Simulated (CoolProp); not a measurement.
Aqueous sodium chloride as a coolant, 13 % by mass, freezing at -9.0 °C, 1 atm.

Computed with CoolProp (Melinder's fits for secondary coolants).

```tsv
T (°C)	Prandtl number	viscosity (mPa s)	conductivity (W/(m K))	density (kg/m³)
-4	16.5	2.53	0.547	1102
1.3	13.7	2.13	0.556	1100
6.6	11.6	1.81	0.564	1098
12	9.81	1.56	0.573	1096
17.3	8.45	1.36	0.581	1094
22.6	7.36	1.20	0.590	1092
28	6.47	1.07	0.598	1090
33.3	5.77	0.964	0.607	1087
38.7	5.19	0.879	0.615	1085
```
